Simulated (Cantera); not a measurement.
What does this Cantera script print?

```python
import numpy as np
import cantera as ct

gas = ct.Solution("gri30.yaml")
gas.TPX = 1275, 1900000, {'CH2O': 0.0033, 'O2': 0.011, 'N2': 1}
reactor = ct.IdealGasConstPressureReactor(gas, energy="off", clone=False)
net = ct.ReactorNet([reactor])
net.rtol, net.atol = 1e-08, 1e-18
show = ['CH2O', 'O2', 'C2H6', 'C2H2', 'C2H', 'H2O', 'CH4']
times = np.geomspace(3e-06, 3, 15)

steps = ct.SolutionArray(gas, extra=["t"])
rows = []
print(f"{'t/s':>10s}{'T/K':>9s}{'P/Pa':>11s}" + "".join(f"{s:>11s}" for s in show))
for t in times:
    while net.time < t:
        t_next = net.step()
        steps.append(gas.state, t=t_next)
    rows.append([np.interp(t, steps.t, y) for y in (steps.T, steps.P, *steps(*show).X.T)])
    print(f"{t:10.3e}{rows[-1][0]:9.1f}{rows[-1][1]:11.4g}" + "".join(f"{x:11.3e}" for x in rows[-1][2:]))
rate = np.gradient(steps.T, steps.t)
print("integrator steps:", len(steps.t))
if steps.T.max() > steps.T[0] + 200:
    print(f"time of steepest temperature rise: {steps.t[rate.argmax()]:.4e} s")
gas.TPX = 1275, 1900000, {'CH2O': 0.0033, 'O2': 0.011, 'N2': 1}
gas.equilibrate("TP")
print(f"equilibrium (TP): T = {gas.T:.1f} K  " + "  ".join(f"{s} {gas[s].X[0]:.3e}" for s in show))
```

Output:

```
       t/s      T/K       P/Pa       CH2O         O2       C2H6       C2H2        C2H        H2O        CH4
 3.000e-06   1275.0    1.9e+06  3.253e-03  1.084e-02  4.237e-25  1.087e-24  4.415e-33  4.102e-08  2.320e-15
 8.048e-06   1275.0    1.9e+06  3.251e-03  1.084e-02  5.296e-23  6.717e-24  9.041e-32  2.965e-07  4.090e-14
 2.159e-05   1275.0    1.9e+06  3.236e-03  1.083e-02  3.686e-20  2.728e-22  2.145e-29  3.889e-06  1.577e-12
 5.792e-05   1275.0    1.9e+06  2.905e-03  1.069e-02  2.624e-16  8.461e-19  1.220e-24  1.293e-04  2.204e-10
 1.554e-04   1275.0    1.9e+06  2.872e-04  9.795e-03  7.108e-15  4.775e-16  3.184e-21  1.859e-03  2.734e-09
 4.168e-04   1275.0    1.9e+06  1.741e-06  9.411e-03  5.845e-16  4.697e-16  2.027e-21  2.521e-03  1.622e-09
 1.118e-03   1275.0    1.9e+06  2.965e-10  9.055e-03  1.956e-17  6.367e-17  1.911e-22  2.952e-03  5.369e-10
 3.000e-03   1275.0    1.9e+06  1.471e-11  8.732e-03  7.301e-19  3.012e-18  5.905e-24  3.182e-03  7.849e-11
 8.048e-03   1275.0    1.9e+06  1.679e-12  8.402e-03  1.031e-21  1.772e-19  2.748e-25  3.241e-03  2.226e-12
 2.159e-02   1275.0    1.9e+06  2.978e-13  7.994e-03  7.947e-28  7.583e-21  1.031e-26  3.248e-03  1.444e-15
 5.792e-02   1275.0    1.9e+06  9.691e-15  7.683e-03  4.262e-34  3.506e-22  3.874e-28  3.252e-03  1.527e-21
 1.554e-01   1275.0    1.9e+06  3.916e-18  7.595e-03  3.461e-37  4.683e-23  4.475e-29  3.253e-03  1.708e-25
 4.168e-01   1275.0    1.9e+06  9.161e-23  7.591e-03  6.319e-42  1.616e-24  9.929e-31  3.253e-03  5.110e-27
 1.118e+00   1275.0    1.9e+06  3.409e-24  7.591e-03  2.829e-42  1.125e-24  5.802e-31  3.253e-03  4.384e-27
 3.000e+00   1275.0    1.9e+06  3.406e-24  7.591e-03  2.738e-42  1.089e-24  5.617e-31  3.253e-03  4.338e-27
integrator steps: 1855
equilibrium (TP): T = 1275.0 K  CH2O 3.406e-24  O2 7.555e-03  C2H6 2.538e-66  C2H2 1.187e-49  C2H 3.355e-55  H2O 3.253e-03  CH4 1.008e-36
```

Computed with Cantera and GRI-Mech 3.0 (53 species, 325 reactions). The pressure lies above the range GRI-Mech 3.0 was tuned for (to about 10 atm).
